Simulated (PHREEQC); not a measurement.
Make-up at 20 °C: 0.058 mol NH3 and 7.8e-07 mol H4SiO4 per kg of water. Closed to the air; pH follows from the charge balance.

All values are PHREEQC results (ion-association model, phreeqc.dat), not measurements.

```csv
quantity,before,after
pH,11.16,10.13
ionic strength (mol/kgw),0.00103,9.26e-5
NH4+ (mol/kgw),0.00103,9.26e-5
H3SiO4- (mol/kgw),7.35e-7,4.87e-9
H4SiO4 (mol/kgw),3.97e-8,2.92e-9
SI of Quartz (SiO2),-3.34,-4.48
```

Question: Which change was made?
(A) diluted 2-fold with water
(B) diluted 100-fold with water
(C) temperature from 20 to 55 °C
(D) H4SiO4 from 7.8e-07 to 1.56e-07 mol/kgw
(E) H4SiO4 from 7.8e-07 to 8.58e-07 mol/kgw

Answer: B, diluted 100-fold with water

No solid was allowed to form.
